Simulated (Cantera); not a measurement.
Cantera run, input and output.

```python
import numpy as np
import cantera as ct

gas = ct.Solution("gri30.yaml")
gas.TPX = 1498, 22000, {'C3H8': 1, 'O2': 3.12, 'N2': 11.8, 'CO2': 0.025}
reactor = ct.IdealGasReactor(gas, energy="on", clone=False)
net = ct.ReactorNet([reactor])
net.rtol, net.atol = 1e-08, 1e-16
show = ['C3H8', 'O2', 'O', 'CH4', 'N2O', 'HCO', 'NO2']
times = np.geomspace(3e-06, 0.1, 11)

steps = ct.SolutionArray(gas, extra=["t"])
rows = []
print(f"{'t/s':>10s}{'T/K':>9s}{'P/Pa':>11s}" + "".join(f"{s:>11s}" for s in show))
for t in times:
    while net.time < t:
        t_next = net.step()
        steps.append(gas.state, t=t_next)
    rows.append([np.interp(t, steps.t, y) for y in (steps.T, steps.P, *steps(*show).X.T)])
    print(f"{t:10.3e}{rows[-1][0]:9.1f}{rows[-1][1]:11.4g}" + "".join(f"{x:11.3e}" for x in rows[-1][2:]))
rate = np.gradient(steps.T, steps.t)
print("integrator steps:", len(steps.t))
if steps.T.max() > steps.T[0] + 200:
    print(f"time of steepest temperature rise: {steps.t[rate.argmax()]:.4e} s")
gas.TPX = 1498, 22000, {'C3H8': 1, 'O2': 3.12, 'N2': 11.8, 'CO2': 0.025}
gas.equilibrate("UV")
print(f"equilibrium (UV): T = {gas.T:.1f} K  " + "  ".join(f"{s} {gas[s].X[0]:.3e}" for s in show))
```

It prints:

```
       t/s      T/K       P/Pa       C3H8         O2          O        CH4        N2O        HCO        NO2
 3.000e-06   1496.1  2.198e+04  6.248e-02  1.956e-01  8.658e-07  1.071e-06  1.685e-12  3.139e-10  9.333e-20
 8.500e-06   1492.2  2.194e+04  6.191e-02  1.954e-01  1.943e-06  1.010e-05  2.588e-11  1.017e-08  3.723e-17
 2.408e-05   1482.9  2.186e+04  5.971e-02  1.943e-01  3.503e-06  1.002e-04  2.104e-10  3.167e-07  1.157e-14
 6.823e-05   1474.3  2.193e+04  5.172e-02  1.901e-01  6.574e-06  8.551e-04  6.387e-10  3.168e-06  5.280e-13
 1.933e-04   1648.9  2.617e+04  1.066e-02  1.451e-01  1.137e-04  7.217e-03  6.842e-09  1.373e-04  1.140e-10
 5.477e-04   2846.6  5.097e+04  1.652e-39  2.884e-03  4.457e-03  1.152e-13  1.183e-07  2.033e-07  5.780e-08
 1.552e-03   2824.5  5.064e+04  9.321e-40  2.854e-03  4.491e-03  9.489e-14  1.186e-07  1.985e-07  1.402e-07
 4.397e-03   2820.2  5.056e+04  9.768e-40  2.736e-03  4.347e-03  9.697e-14  1.311e-07  1.976e-07  1.987e-07
 1.246e-02   2819.9  5.056e+04  9.821e-40  2.727e-03  4.336e-03  9.720e-14  1.323e-07  1.976e-07  2.030e-07
 3.529e-02   2819.9  5.056e+04  9.821e-40  2.727e-03  4.336e-03  9.720e-14  1.323e-07  1.976e-07  2.030e-07
 1.000e-01   2819.9  5.056e+04  9.821e-40  2.727e-03  4.336e-03  9.720e-14  1.323e-07  1.976e-07  2.030e-07
integrator steps: 1651
time of steepest temperature rise: 2.2270e-04 s
equilibrium (UV): T = 2819.9 K  C3H8 1.631e-39  O2 2.727e-03  O 4.336e-03  CH4 1.179e-13  N2O 1.323e-07  HCO 1.976e-07  NO2 2.030e-07
```

Detailed kinetics in Cantera: GRI-Mech 3.0 (53 species, 325 reactions). GRI-Mech 3.0 was tuned for natural gas; its chemistry of propane as a main component is partial and can be far from experiment.
